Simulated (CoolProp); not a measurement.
Ethanol along the isotherm 291.15 °C: fugacity coefficient from the reference equation and from simpler models built on Tc = 241.6 °C, pc = 6.268 MPa, ω = 0.644; each cubic takes its own stable root.

Values from CoolProp's reference Helmholtz-energy equation of state, Schroeder 2014.

| p (MPa) | phase | reference | van der Waals | Redlich-Kwong | Soave-Redlich-Kwong | Peng-Robinson |
|---|---|---|---|---|---|---|
| 0.0991 | gas | 0.9970 | 0.9963 | 0.9959 | 0.9964 | 0.9958 |
| 0.204 | gas | 0.9938 | 0.9923 | 0.9915 | 0.9925 | 0.9914 |
| 0.418 | gas | 0.9873 | 0.9842 | 0.9827 | 0.9847 | 0.9824 |
| 0.858 | gas | 0.9740 | 0.9677 | (withheld) | 0.9687 | 0.9641 |
| 1.76 | gas | 0.9469 | 0.9339 | 0.9281 | 0.9364 | (withheld) |
| 3.62 | gas | 0.8912 | 0.8647 | 0.8545 | 0.8717 | 0.8549 |
| 7.43 | supercritical | 0.7757 | 0.7208 | (withheld) | (withheld) | 0.7195 |
| 15.3 | supercritical | (withheld) | 0.4928 | 0.4843 | 0.5494 | 0.5161 |
| 31.3 | supercritical | (withheld) | (withheld) | 0.3550 | 0.4181 | 0.3781 |

### Question
What belongs in the gaps?

### Answer

- 0.858, Redlich-Kwong: 0.9646
- 1.76, Peng-Robinson: 0.9274
- 7.43, Redlich-Kwong: 0.7096
- 7.43, Soave-Redlich-Kwong: 0.7468
- 15.3, reference: 0.5443
- 31.3, reference: 0.3737
- 31.3, van der Waals: 0.3895
